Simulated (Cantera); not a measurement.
Cantera run:

```python
import numpy as np
import cantera as ct

gas_names = """
    C CH CH2 CH3 CH2OH CH3O CH4 CH3OH CO CO2 COOH C2 C2H CHCO,ketyl C2H2,acetylene C2H2,vinylidene
    CH2CO,ketene C2H3,vinyl CH3CO,acetyl C2H4 C2H4O,ethylen CH3CHO,ethanal CH3COOH (HCOOH)2 C2H5 C2H6
    CH3OCH3 C2H5OH C2O C3 C3H3,propargyl C3H4,allene C3H4,propyne C3H4,cyclo- C3H5,allyl C3H6,propylene
    C3H6,cyclo- C3H6O C3H7,n-propyl C3H7,i-propyl C3H8 C3H8O,1propanol C3H8O,2propanol C3O2 C4 C4H2
    C4H4,1,3-cyclo- C4H6,butadiene C4H6,2-butyne C4H6,cyclo- C4H8,1-butene C4H8,cis2-buten
    C4H8,tr2-butene C4H8,isobutene C4H8,cyclo- (CH3COOH)2 C4H9,n-butyl C4H9,i-butyl C4H9,s-butyl
    C4H9,t-butyl C4H10,isobutane C4H10,n-butane C5 C5H6,1,3cyclo- C5H8,cyclo- C5H10,1-pentene
    C5H10,cyclo- C5H11,pentyl C5H11,t-pentyl C5H12,n-pentane C5H12,i-pentane CH3C(CH3)2CH3 C6H2
    C6H5,phenyl C6H5O,phenoxy C6H6 C6H5OH,phenol C6H10,cyclo- C6H12,1-hexene C6H12,cyclo- C6H13,n-hexyl
    C7H7,benzyl C7H8 C7H8O,cresol C7H14,1-heptene C7H15,n-heptyl C7H16,n-heptane C8H8,styrene
    C8H10,ethylbenz C8H16,1-octene C8H17,n-octyl C8H18,isooctane C8H18,n-octane C9H19,n-nonyl
    C10H8,naphthale C10H21,n-decyl C12H9,o-bipheny C12H10,bipheny H HCO HO2 H2 HCHO,formaldehy HCOOH H2O
    H2O2 O OH O2 O3 Ti TiO TiO2
""".split()
cond_names = """
    C(gr) C6H6(L) C7H8(L) C8H18(L),n-octa H2O(s) H2O(L) Ti(a) Ti(b) Ti(L) TiC(s) TiC(L) TiO(a) TiO(b)
    TiO(L) TiO2(ru) TiO2(L) Ti2O3(a) Ti2O3(b) Ti2O3(L) Ti3O5(a) Ti3O5(b) Ti3O5(L) Ti4O7(s) Ti4O7(L)
""".split()


def load(file, names, dense=False):
    # The tables refer to 1 bar. Condensed volumes are neglected.
    table = {s.name: s for s in ct.Species.list_from_file(file)}
    out = []
    for n in names:
        d = dict(table[n].input_data)
        d["thermo"] = dict(d["thermo"], **{"reference-pressure": 1e5})
        if dense:
            d["equation-of-state"] = {"model": "constant-volume", "density": "1e6 g/cm^3"}
        out.append(ct.Species.from_dict(d))
    return out


gas = ct.Solution(thermo="ideal-gas", species=load("nasa_gas.yaml", gas_names))
cond = {s.name: ct.Solution(thermo="fixed-stoichiometry", species=[s], name=s.name)
        for s in load("nasa_condensed.yaml", cond_names, dense=True)}
atoms = {
    'Ti': {'Ti': 1},
    'CO': {'C': 1, 'O': 1},
    'H2': {'H': 2},
}
top_T = {'C(gr)': 4500}  # K; cautious upper limits of use, not melting points


def equilibrate(T, P, feed):
    n = {}
    for name, mol in feed.items():
        for a, k in atoms[name].items():
            n[a] = n.get(a, 0.0) + k * mol
    gas.TPX = T, P, n
    mass = sum(n.values()) * gas.mean_molecular_weight
    gas.equilibrate("TP")
    valid = [c for c in cond.values() if c.min_temp <= T <= top_T.get(c.name, c.max_temp)]
    mix = ct.Mixture([(gas, mass / gas.mean_molecular_weight)] + [(c, 0.0) for c in valid])
    mix.T, mix.P = T, P
    mix.equilibrate("TP", solver="vcs", rtol=1e-11, max_steps=5000)
    return mix


results = []
feed = {'Ti': 1, 'CO': 0.73, 'H2': 54}  # mol
P = 200  # Pa
for T in [1075, 1125, 1175, 1225, 1275, 1325, 1375, 1425, 1475, 1525, 1575, 1625, 1675, 1725]:
    mix = equilibrate(T, P, feed)
    results.append((T, P, feed, dict(zip(mix.species_names, mix.species_moles))))

top = {s: max(r[3][s] / sum(r[3][g] for g in gas_names) for r in results) for s in gas_names}
cols = sorted((s for s in top if top[s] > 0.0001), key=lambda s: -top[s])[:6]
seen = [c for c in cond_names if any(r[3].get(c, 0) > 1e-12 for r in results)]
print("log10 of partial pressures in bar; condensed amounts in mol")
print(f"{'T/K':>10s}" + "".join(f"{s[:9]:>10s}" for s in cols + seen))
for T, P, feed, n in results:
    ng = sum(n[g] for g in gas_names)
    print(f"{T:10.4g}" + "".join(f"{np.log10(max(n[s] / ng * P / 1e5, 1e-99)):10.3f}" for s in cols)
          + "".join(f"{n.get(c, 0):10.4g}" for c in seen))
```

Result:

```
log10 of partial pressures in bar; condensed amounts in mol
       T/K        H2        CO         H    TiC(s)    TiO(b)  Ti2O3(b)
      1075    -2.700    -5.321    -9.183    0.5997         0    0.2002
      1125    -2.700    -5.319    -8.702       0.6         0       0.2
      1175    -2.700    -5.319    -8.262       0.6         0       0.2
      1225    -2.700    -5.319    -7.856    0.6001         0       0.2
      1275    -2.700    -5.319    -7.482    0.6001         0       0.2
      1325    -2.700    -5.319    -7.136    0.6001         0       0.2
      1375    -2.700    -5.319    -6.815    0.6001         0    0.1999
      1425    -2.700    -5.319    -6.516    0.6001         0    0.1999
      1475    -2.700    -5.201    -6.237    0.5593    0.2041    0.1183
      1525    -2.701    -5.072    -5.977    0.5002    0.4998         0
      1575    -2.701    -5.072    -5.732    0.5002    0.4998         0
      1625    -2.702    -5.072    -5.502    0.5002    0.4998         0
      1675    -2.702    -5.072    -5.286    0.5002    0.4998         0
      1725    -2.703    -5.073    -5.082    0.5001    0.4997         0
```

These are equilibrium values from Cantera (NASA tables, ideal gas, pure condensed phases), not measurements of a reactor. Mutual solubility and eutectic melting of coexisting phases are not modelled. TiC, TiO: taken at fixed stoichiometry. Condensed phases not in the tables: solid solutions among these carbides, nitrides and lower oxides.
